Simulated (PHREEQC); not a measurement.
Solution (5 °C): 1.3 mol/kgw CaCl2, 0.0078 mol/kgw H3BO3 and 0.00019 mol/kgw H4SiO4. Closed to the air; pH follows from the charge balance.

Equilibrium calculation in PHREEQC: Pitzer model, pitzer.dat.

No solid was allowed to form.

Question: Predict the pH, osmotic coefficient.

Answer: pH 4.58; osmotic coefficient 1.163.

Species that the database lacks are ignored. In brines, pH and single-ion activities rest on the MacInnes convention. Away from 25 °C the constants follow the database's enthalpies or fits; those with neither stay at their 25 °C values.
